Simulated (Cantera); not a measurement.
**Ammonia decomposition in nitride growth gas**

An isothermal, constant-pressure homogeneous reactor starts with 37.0 % NH3, 63.0 % H2, at 1948 K and 71.3 Torr.

Detailed kinetics in Cantera: the gas-phase N/H chemistry of the illustrative SiF4/NH3 mechanism in the Surface Chemkin manual (1991). Walls and surfaces, which speed up NH3 decomposition in real reactors, are not modelled.

```tsv
t (s)	x NH3	x H2	x N2	x NH	x H	x N
0.000300	0.370	0.630	1.13e-7	2.08e-7	4.70e-5	1.84e-9
0.000773	0.370	0.630	3.87e-6	1.33e-6	0.000119	2.99e-8
0.00199	0.370	0.630	9.18e-5	6.08e-6	0.000257	2.88e-7
0.00514	0.368	0.631	0.000771	9.28e-6	0.000320	5.42e-7
0.0132	0.362	0.634	0.00274	9.30e-6	0.000324	5.48e-7
0.0341	0.349	0.643	0.00765	9.21e-6	0.000333	5.51e-7
0.0879	0.317	0.663	0.0193	8.98e-6	0.000355	5.58e-7
0.227	0.251	0.705	0.0435	8.40e-6	0.000409	5.73e-7
0.584	0.144	0.773	0.0824	7.11e-6	0.000539	5.94e-7
1.51	0.0415	0.838	0.120	4.77e-6	0.000885	6.16e-7
3.88	0.00158	0.861	0.134	1.60e-6	0.00269	6.18e-7
10.0	8.35e-5	0.862	0.135	1.37e-7	0.00342	6.75e-8
```
x: mole fraction; the columns are a selection and need not sum to one.

Equilibrium at this temperature and pressure: NH3 6.10e-7, H2 0.862, N2 0.135, NH 1.01e-9, H 0.00343, N 4.95e-10 (gas phase only).
